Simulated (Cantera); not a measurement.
# Adiabatic ignition

An adiabatic, constant-pressure homogeneous reactor starts with 14.0 % CH4, 0.969 % H2, 17.8 % O2, 67.1 % N2, at 975 K and 6.70 bar.

Cantera simulation using GRI-Mech 3.0 (53 species, 325 reactions); the numbers are that mechanism's predictions, not measurements. Below about 1000 K GRI-Mech 3.0 lacks low-temperature oxidation paths.

```
t (s)     T (K)     x CH4     x H2     x O2     x N2O     x NO     x HO2    x CH2O
--------  -----  --------  -------  -------  --------  -------  --------  --------
1.00e-6     975     0.140  0.00969    0.178    <1e-12   <1e-12  4.68e-11    <1e-12
3.59e-6     975     0.140  0.00969    0.178    <1e-12   <1e-12  1.70e-10    <1e-12
1.29e-5     975     0.140  0.00969    0.178    <1e-12   <1e-12  6.25e-10  3.48e-12
4.64e-5     975     0.140  0.00969    0.178    <1e-12   <1e-12   2.41e-9  4.32e-11
0.000167    975     0.140  0.00969    0.178    <1e-12   <1e-12   1.02e-8  4.90e-10
0.000599    975     0.140  0.00969    0.178    <1e-12   <1e-12   4.72e-8   4.71e-9
0.00215     975     0.140  0.00969    0.178    <1e-12   <1e-12   2.37e-7   5.99e-8
0.00774     975     0.140  0.00968    0.178  4.84e-12   <1e-12   2.55e-6   8.05e-6
0.0278      984     0.139  0.00945    0.177  1.23e-10   <1e-12   9.41e-6  0.000703
0.100      2352  1.43e-10   0.0962  3.48e-6   7.91e-9  6.27e-5   5.12e-9   2.53e-8
```
x: mole fraction; the columns are a selection and need not sum to one.

The time of steepest temperature rise comes out as 43.4 ms and the temperature at 0.100 s comes out as 2352 K. The equilibrium temperature comes out as 2352 K and the x(CH4) at 0.100 s is 1.43e-10 (gas-phase equilibrium 1.62e-10). The x(H2) at 0.100 s is 0.0962 (gas-phase equilibrium 0.0962) and the x(O2) at 0.100 s is 3.48e-6 (gas-phase equilibrium 3.48e-6).
